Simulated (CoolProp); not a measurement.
Values from CoolProp's reference Helmholtz-energy equation of state, Thol 2016.

Problem. For R1234ze(E), give the phase and the Joule-Thomson coefficient (K/MPa), conductivity (mW/(m K)), Prandtl number at 127.25 °C and 0.0249 MPa.

Solution. 
- 127.25 °C and 0.0249 MPa: gas; Joule-Thomson coefficient 8.23, conductivity 22.2, Prandtl number 0.765

Viscosity comes from a separate model (Bell 2016), an estimate that may be off by 10 % or more. Thermal conductivity comes from a separate model (Perkins 2011).
